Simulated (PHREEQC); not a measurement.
## Brine

Consider water at 25 °C with 0.83 mol/kgw MgCl2, 0.094 mol/kgw KCl and 0.076 mol/kgw NaCl. Closed to the air; pH follows from the charge balance.

Model: Pitzer model, pitzer.dat, run in PHREEQC.

Precipitation was switched off in this run.

Task: Predict the activity of water.

Result: activity of water 0.947.

Species that the database lacks are ignored.
